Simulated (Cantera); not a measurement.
## Ignition delay

Mixture: 8.43 % CH4, 2.45 % CO, 12.9 % O2, 76.2 % N2, equivalence ratio 1.4, at 9.87 atm, adiabatic and at constant pressure. Ignition delay is the time to a rise of 400 K.

Model: GRI-Mech 3.0 (53 species, 325 reactions), integrated in Cantera.

```
T0 (K)  delay (ms)
------  ----------
1225          8.90
1300          3.46
1375          1.44
1450         0.629
1525         0.288
1600         0.138
1675        0.0692
1750        0.0368
1825        0.0208
1900        0.0125
```

```
Quantity                                                Result
--------------------------------------------------  ----------
apparent activation energy between 1750 and 1900 K  200 kJ/mol
```
